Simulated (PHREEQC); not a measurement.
Solution (25 °C): 0.0018 mol/kgw MgBr2, 7.8e-05 mol/kgw KHF2, 0.00024 mol/kgw Na2B4O7, 0.0068 mol/kgw CsBr and 0.001 mol/kgw KCl. Closed to the air; pH follows from the charge balance.

Model: ion-association model, wateq4f.dat, run in PHREEQC.

```yaml
pH: 9.01
ionic_strength: 0.0137 mol/kgw
total_alkalinity: 0.402 meq/kg
```

```json
[
 {"species": "Br-", "molality": "0.0104", "activity": "0.00924", "log γ": "-0.051"},
 {"species": "Cs+", "molality": "0.00680", "activity": "0.00604", "log γ": "-0.051"},
 {"species": "Mg+2", "molality": "0.00178", "activity": "0.00114", "log γ": "-0.195"},
 {"species": "K+", "molality": "0.00108", "activity": "0.000955", "log γ": "-0.052"},
 {"species": "Cl-", "molality": "0.00100", "activity": "0.000886", "log γ": "-0.052"},
 {"species": "H3BO3", "molality": "0.000574", "activity": "0.000576", "log γ": "0.001"},
 {"species": "Na+", "molality": "0.000480", "activity": "0.000427", "log γ": "-0.051"},
 {"species": "H2BO3-", "molality": "0.000386", "activity": "0.000340", "log γ": "-0.055"},
 {"species": "F-", "molality": "0.000145", "activity": "0.000129", "log γ": "-0.053"}
]
```

Precipitation was switched off in this run. Complexes and solids missing from the database can't appear. Real BF4- forms and hydrolyses slowly; the run takes it at equilibrium.
